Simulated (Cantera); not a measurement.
A closed system holds: 1 mol Si3N4, 0.18 mol CO2, 11 mol H2, at 1.90 bar.

Equilibrium computed with Cantera from the NASA thermochemical tables; the gas is ideal and each condensed phase is pure. Candidate condensed phases: C, C6H6, C7H8, C8H18, H2O, Si, SiC, SiO2, Si2N2O, Si3N4; 151 gas species. Mutual solubility and eutectic melting of coexisting phases are not modelled. Gases not in the tables: Si2H6 and higher silanes. The numbers say what is thermodynamically allowed, not how fast it happens.

Task: At 1527 °C, list the 5 most abundant gas species with their mole fractions, and the condensed phases.

Result: H2 0.978, N2 0.0212, H 0.000257, SiO 0.000104, CH4 9.28e-5. Condensed: SiC(s) + Si2N2O(s) + Si3N4(s).
